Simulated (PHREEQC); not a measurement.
# Spent oxide etchant: an equilibrium model

A solution holds 5.9 mmol/kgw HF, 0.17 mmol/kgw H2SiF6 and 1.7 mmol/kgw H2SO4, at 90 °C. Closed to the air; pH follows from the charge balance.

Computed with PHREEQC (ion-association model, wateq4f.dat).

Precipitation was switched off in this run.

Task: Predict the pH, ionic strength.

Result: pH 2.56; ionic strength 0.00374 mol/kgw.

Task: In which forms is S present?

Result: HSO4- 54 %, SO4-2 46 % of the S.

Away from 25 °C the constants follow the database's enthalpies or fits; those with neither stay at their 25 °C values. SiF6-2 is the database's only silicon fluoride.
